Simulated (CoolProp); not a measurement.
Vapour-liquid equilibrium of R22 (1) + R114 (2) at 7.56 bar; x and y are mole fractions of (1).

Model: multi-fluid Helmholtz-energy mixture model, Kamei 1995 and Platzer 1990; pair parameters Bell 2016, in CoolProp. This equation is an older, rougher fit; its heat capacities, sound speeds and derivatives of the liquid may be far off and weren't checked against measurements.

Question: Give the bubble temperature and the first vapour's composition at x = 0.35, 0.8, 0.95. Is there an azeotrope?

Answer: x = 0.35: 309.2 K, y = 0.680; x = 0.8: 292.2 K, y = 0.923; x = 0.95: 288.0 K, y = 0.981. No azeotrope shows between x = 0.05 and 0.95.

Pair parameters are fitted to limited data, so mixtures are less certain than the pure fluids.
